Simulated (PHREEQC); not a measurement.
Solution (20 °C): 0.11 mol/kgw KCl. Closed to the air; pH follows from the charge balance.

Equilibrium calculation in PHREEQC: Pitzer model, pitzer.dat.

```json
{
  "ionic_strength": "0.110 mol/kgw",
  "specific_conductance": "12100 µS/cm",
  "density": "1.003 g/cm³",
  "osmotic_coefficient": "0.925"
}
```

```json
[
 {"species": "Cl-", "molality": "0.110", "activity": "0.0838", "log γ": "-0.118"},
 {"species": "K+", "molality": "0.110", "activity": "0.0838", "log γ": "-0.118"},
 {"species": "OH-", "molality": "1.05e-7", "activity": "8.18e-8", "log γ": "-0.108"},
 {"species": "H+", "molality": "1.05e-7", "activity": "8.34e-8", "log γ": "-0.100"}
]
```

No solid was allowed to form. Species that the database lacks are ignored.
